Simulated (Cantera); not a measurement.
## Ammonia decomposition in nitride growth gas

An isothermal, constant-pressure homogeneous reactor starts with NH3 : H2 = 1.7 : 0.25 (molar parts), at 1525 K and 21.8 Torr.

Model: the gas-phase N/H chemistry of the illustrative SiF4/NH3 mechanism in the Surface Chemkin manual (1991), integrated in Cantera. Walls and surfaces, which speed up NH3 decomposition in real reactors, are not modelled.

```json
[
 {"t (s)": "0.000400", "x NH3": "0.872", "x H2": "0.128", "x N2": "<1e-12", "x NH": "1.31e-12", "x NH2": "2.16e-7", "x N2H2": "<1e-12"},
 {"t (s)": "0.00102", "x NH3": "0.872", "x H2": "0.128", "x N2": "1.64e-12", "x NH": "1.14e-11", "x NH2": "5.54e-7", "x N2H2": "9.90e-12"},
 {"t (s)": "0.00261", "x NH3": "0.872", "x H2": "0.128", "x N2": "6.96e-11", "x NH": "8.46e-11", "x NH2": "1.42e-6", "x N2H2": "1.27e-10"},
 {"t (s)": "0.00666", "x NH3": "0.872", "x H2": "0.128", "x N2": "2.11e-9", "x NH": "5.79e-10", "x NH2": "3.62e-6", "x N2H2": "1.28e-9"},
 {"t (s)": "0.0170", "x NH3": "0.872", "x H2": "0.128", "x N2": "4.84e-8", "x NH": "3.81e-9", "x NH2": "9.22e-6", "x N2H2": "1.03e-8"},
 {"t (s)": "0.0434", "x NH3": "0.872", "x H2": "0.128", "x N2": "9.49e-7", "x NH": "2.42e-8", "x NH2": "2.34e-5", "x N2H2": "7.37e-8"},
 {"t (s)": "0.111", "x NH3": "0.872", "x H2": "0.128", "x N2": "1.69e-5", "x NH": "1.31e-7", "x NH2": "5.56e-5", "x N2H2": "4.47e-7"},
 {"t (s)": "0.283", "x NH3": "0.871", "x H2": "0.129", "x N2": "0.000171", "x NH": "2.88e-7", "x NH2": "8.39e-5", "x N2H2": "1.05e-6"},
 {"t (s)": "0.722", "x NH3": "0.869", "x H2": "0.130", "x N2": "0.000686", "x NH": "2.98e-7", "x NH2": "8.53e-5", "x N2H2": "1.09e-6"},
 {"t (s)": "1.84", "x NH3": "0.864", "x H2": "0.134", "x N2": "0.00200", "x NH": "2.98e-7", "x NH2": "8.50e-5", "x N2H2": "1.08e-6"},
 {"t (s)": "4.71", "x NH3": "0.852", "x H2": "0.143", "x N2": "0.00529", "x NH": "2.98e-7", "x NH2": "8.42e-5", "x N2H2": "1.05e-6"},
 {"t (s)": "12.0", "x NH3": "0.822", "x H2": "0.165", "x N2": "0.0134", "x NH": "2.99e-7", "x NH2": "8.21e-5", "x N2H2": "9.77e-7"},
 {"t (s)": "30.7", "x NH3": "0.752", "x H2": "0.216", "x N2": "0.0320", "x NH": "2.96e-7", "x NH2": "7.73e-5", "x N2H2": "8.27e-7"},
 {"t (s)": "78.3", "x NH3": "0.612", "x H2": "0.318", "x N2": "0.0693", "x NH": "2.83e-7", "x NH2": "6.72e-5", "x N2H2": "5.73e-7"},
 {"t (s)": "200", "x NH3": "0.398", "x H2": "0.475", "x N2": "0.127", "x NH": "2.44e-7", "x NH2": "4.99e-5", "x N2H2": "2.81e-7"}
]
```
x: mole fraction; the columns are a selection and need not sum to one.

Equilibrium at this temperature and pressure: NH3 5.33e-7, H2 0.767, N2 0.233, NH 2.76e-12, NH2 1.92e-10, N2H2 <1e-12 (gas phase only).
